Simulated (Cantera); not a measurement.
Feed: 1 mol SiH₄, 0.75 mol NH₃, equilibrated at 1250 K and 13300 Pa.

Cantera equilibrium calculation (NASA polynomials, part measured and part estimated; ideal gas, pure solids and liquids). Candidate condensed phases: Si, Si₃N₄; 18 gas species. Mutual solubility and eutectic melting of coexisting phases are not modelled. The numbers say what is thermodynamically allowed, not how fast it happens.

Base state: H₂ 1.000 (mole fractions); condensed: Si(s) + Si₃N₄(s).

What changes in the equilibrium state with this change: NH₃ from 0.75 to 1.6 mol?


| species | before | after |
|---|---|---|
| H₂ | 1.000 | 0.971 |
| N₂ | 9.47e-7 | 0.0294 |
| Si(s), mol | 0.438 | 0 |
| Si₃N₄(s), mol | 0.187 | 0.333 |

What changes in the equilibrium state with this change: SiH₄ replaced by SiF₄?


```csv
species,before,after
H₂,1.000,0.447
SiF₄,0,0.396
N₂,9.47e-7,0.150
HF,0,0.00378
SiHF₃,0,0.00264
"Si(s), mol",0.438,0
"Si₃N₄(s), mol",0.187,0
```
The tables' values for SiF₃ are old estimates; treat these amounts as uncertain.
